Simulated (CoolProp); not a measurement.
Model: reference Helmholtz-energy equation of state, Smukala 2000, in CoolProp.

Question: For ethylene, give the phase and the speed of sound (m/s), Joule-Thomson coefficient (K/MPa), isothermal compressibility (1/MPa), fugacity coefficient at 110 K and 4.33 bar; 233.6 K and 4.33 bar; 274.8 K and 4.33 bar.

Answer: 
- 110 K and 4.33 bar: liquid; speed of sound 1730, Joule-Thomson coefficient -0.498, isothermal compressibility 0.000786, fugacity coefficient 0.000782
- 233.6 K and 4.33 bar: gas; speed of sound 288, Joule-Thomson coefficient 19.2, isothermal compressibility 2.45, fugacity coefficient 0.949
- 274.8 K and 4.33 bar: gas; speed of sound 314, Joule-Thomson coefficient 12.7, isothermal compressibility 2.39, fugacity coefficient 0.969
